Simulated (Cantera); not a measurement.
A closed system holds: 1 mol Si2Cl6, 0.024 mol HCl, 8 mol N2.

These are equilibrium values from Cantera (NASA tables, ideal gas, pure condensed phases), not measurements of a reactor. Candidate condensed phases: NH4Cl, Si, Si3N4; 28 gas species. The feed counts by its element totals alone. N2 is the only nitrogen source here; it is nearly inert below about 1500 K, so the nitride shown seldom forms there in practice. The tables' values for SiCl3 are old estimates. The numbers say what is thermodynamically allowed, not how fast it happens.

### Question
What condenses at these points (T in K, P in Pa): (1725, 540); (1525, 86000); (1725, 16000); (1275, 100); (1575, 1300)?

### Answer
```
T (K)  P in Pa  condensed phases  Si condensed (%)
-----  -------  ----------------  ----------------
1725       540          gas only               0.0
1525     86000             Si3N4              20.3
1725     16000          gas only               0.0
1275       100             Si3N4              13.9
1575      1300          gas only               0.0
```
